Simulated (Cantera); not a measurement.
An isothermal, constant-pressure homogeneous reactor starts with H₂ : O₂ = 0.14 : 1 (molar parts), at 1300 K and 1.95 Torr.

Computed with Cantera and the H2/O2 subset of GRI-Mech 3.0, which has no nitrogen chemistry. Radical loss at walls, strong at low pressure, is not modelled. The temperature is held fixed by assumption; the heat of reaction is taken as removed at once.

One state of this run: x H₂ = 0.00407; x O₂ = 0.792; x O = 0.0655; x H₂O₂ = 3.31e-8; x OH = 0.00944; x H₂O = 0.0997. x: mole fraction; the columns are a selection and need not sum to one.

### Question
Which value of t (s) does it belong to?
A. 2.29
B. 200
C. 45.1
D. 0.0262

### Answer
D, 0.0262
